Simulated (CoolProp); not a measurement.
Vapour pressure (MPa) of C2F6 (R116): the reference equation beside estimates from Tc = 293.0 K, pc = 3.048 MPa, ω = 0.257. Clausius-Clapeyron is anchored at 239.1 K with a constant enthalpy of vaporisation of 12.94 kJ/mol.

Model: reference Helmholtz-energy equation of state, Lemmon 2006, in CoolProp. It is a short technical equation, of lower accuracy than the large ones.

| T (K) | reference | Lee-Kesler | Clausius-Clapeyron | van der Waals | Redlich-Kwong | Soave-Redlich-Kwong | Peng-Robinson |
|---|---|---|---|---|---|---|---|
| 231 | 0.4996 | 0.5023 | 0.5299 | 1.091 | 0.6744 | 0.5041 | 0.4980 |
| 235.1 | 0.5793 | 0.5824 | 0.5960 | 1.184 | 0.7650 | 0.5853 | 0.5779 |
| 239.1 | 0.6658 | 0.6692 | 0.6658 | 1.279 | 0.8611 | 0.6735 | 0.6647 |
| 243.2 | 0.7640 | 0.7678 | 0.7430 | 1.382 | 0.9679 | 0.7738 | 0.7636 |
| 247.3 | 0.8727 | 0.8766 | 0.8262 | 1.489 | 1.083 | 0.8848 | 0.8731 |
| 251.4 | 0.9924 | 0.9964 | 0.9155 | 1.602 | 1.208 | 1.007 | 0.9940 |
| 255.5 | 1.124 | 1.128 | 1.011 | 1.720 | 1.342 | 1.141 | 1.127 |
| 259.5 | 1.264 | 1.268 | 1.111 | 1.840 | 1.481 | 1.284 | 1.269 |
| 263.6 | 1.421 | 1.425 | 1.219 | 1.968 | 1.634 | 1.444 | 1.428 |
| 267.7 | 1.593 | 1.597 | 1.335 | 2.101 | 1.798 | 1.618 | 1.602 |
| 271.8 | 1.779 | 1.784 | 1.457 | 2.240 | 1.971 | 1.807 | 1.790 |
| 275.9 | 1.982 | 1.987 | 1.586 | 2.384 | 2.156 | 2.011 | 1.995 |
| 279.9 | 2.197 | 2.202 | 1.720 | 2.531 | 2.346 | 2.226 | 2.212 |
| 284 | 2.437 | 2.442 | 1.863 | 2.686 | 2.552 | 2.462 | 2.452 |

Absolute difference from the reference over all 14 rows, mean and median: Lee-Kesler 0.4 and 0.3 %, Clausius-Clapeyron 11.5 and 11.1 %, van der Waals 54.9 and 49.3 %, Redlich-Kwong 18.9 and 18.3 %, Soave-Redlich-Kwong 1.3 and 1.4 %, Peng-Robinson 0.4 and 0.4 %.
